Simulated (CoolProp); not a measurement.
A simple Rankine cycle with R152A: condensing at 313.15 K, boiler at 2.19 MPa, turbine inlet 499 K, turbine efficiency 0.85, pump efficiency 0.8, no recuperator. Each further row changes one setting.

Model: reference Helmholtz-energy equation of state, Outcalt 1996, in CoolProp. It is a modified Benedict-Webb-Rubin equation, recast in Helmholtz form.

```tsv
case	thermal efficiency (%)	net work (kJ/kg)	heat in (kJ/kg)	turbine exit temperature (K)	volume ratio over the turbine
as stated	8.1	___	502	___	2.31
condensing temperature 305.15 K	___	50.6	516	454.2	___
boiler pressure 1.53 MPa	___	25.1	508	477.9	1.64
turbine efficiency 0.75	7.1	___	502	466.1	2.33
```

Question: Fill in the missing entries.

Answer: 
- as stated, net work (kJ/kg): 40.6
- as stated, turbine exit temperature (K): 462.6
- condensing temperature 305.15 K, thermal efficiency (%): 9.8
- condensing temperature 305.15 K, volume ratio over the turbine: 2.84
- boiler pressure 1.53 MPa, thermal efficiency (%): 4.9
- turbine efficiency 0.75, net work (kJ/kg): 35.6
